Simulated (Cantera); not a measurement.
A closed system holds: 1 mol SO2, 9.1 mol H2O, equilibrated at 1750 K.

Cantera equilibrium calculation (NASA polynomials, part measured and part estimated; ideal gas, pure solids and liquids). Candidate condensed phases: H2O, H2SO4, S; 19 gas species. The ideal-gas law is rough above about 30 bar. Kinetics and transport are ignored.

x: gas mole fraction; nothing condenses.

```csv
P (Pa),x H2O,x SO2,x H2,x O2,x OH,x H,x SO
10,0.853,0.0962,0.0258,0.0121,0.00724,0.00374,0.000973
52,0.874,0.0974,…,…,…,…,…
280,0.886,0.0981,0.00881,0.00402,0.00243,0.000413,0.000326
1400,0.892,0.0985,0.00519,0.00235,0.00143,0.000142,0.000191
7600,0.896,0.0987,…,…,…,…,…
40000,0.898,0.0988,0.00171,0.000763,0.000468,1.52e-5,6.30e-5
210000,0.899,0.0989,0.000997,0.000432,0.000268,5.07e-6,3.66e-5
1100000,0.900,0.0989,0.000589,0.000236,0.000152,1.70e-6,2.16e-5
5700000,0.900,0.0989,0.000367,0.000118,8.49e-5,5.90e-7,1.34e-5
30000000,0.901,0.0988,0.000255,4.64e-5,4.44e-5,2.14e-7,9.33e-6
```

Problem. Fill in the missing entries.

Solution. 
- 7600, x H2: 0.00297
- 7600, x O2: 0.00134
- 7600, x OH: 0.000814
- 7600, x H: 4.60e-5
- 7600, x SO: 0.000109
- 52, x H2: 0.0153
- 52, x O2: 0.00703
- 52, x OH: 0.00423
- 52, x H: 0.00126
- 52, x SO: 0.000568
